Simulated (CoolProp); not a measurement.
Model: reference Helmholtz-energy equation of state, de Reuck 1993, in CoolProp.

### Question
Give the vapour pressure (MPa), vapour density (kg/m³), surface tension (mN/m) of saturated methanol at 340.6, 381.2 K.

### Answer
| T (K) | p (MPa) | vapour density (kg/m³) | surface tension (mN/m) |
|---|---|---|---|
| 340.6 | 0.114 | 1.36 | 18.6 |
| 381.2 | 0.453 | 5.14 | 14.8 |

Surface tension comes from a separate correlation (Mulero 2012).
